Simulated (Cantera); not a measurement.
Charge: 1 mol toluene, 1.1 mol H2, held at 2.78 Torr.

Cantera equilibrium calculation (NASA polynomials, part measured and part estimated; ideal gas, pure solids and liquids). Candidate condensed phases: C, C6H6, C7H8, C8H18; 76 gas species. Equilibrium is a limit: real reactors are often held back by kinetics, nucleation or transport.

x: gas mole fraction; n: condensed amount in mol.

| T (K) | x H2 | x H | x C2H2 (acetylene) | x C2H | n C(graphite) |
|---|---|---|---|---|---|
| 1375 | 1.000 | 5.63e-5 | 1.78e-6 | <1e-12 | 7.00 |
| 1525 | 1.000 | 0.000389 | 1.21e-5 | 1.03e-11 | 7.00 |
| 1675 | 0.998 | 0.00191 | 5.80e-5 | 5.48e-10 | 7.00 |
| 1825 | 0.993 | ___ | ___ | ___ | 7.00 |
| 1975 | 0.977 | ___ | ___ | ___ | 6.99 |
| 2125 | 0.941 | 0.0579 | 0.00158 | 2.71e-6 | 6.98 |
| 2275 | 0.867 | 0.130 | 0.00330 | 2.10e-5 | 6.96 |

### Question
Some entries are withheld; supply them.

### Answer

- 1825, x H: 0.00721
- 1825, x C2H2 (acetylene): 0.000213
- 1825, x C2H: 1.51e-8
- 1975, x H: 0.0222
- 1975, x C2H2 (acetylene): 0.000635
- 1975, x C2H: 2.48e-7
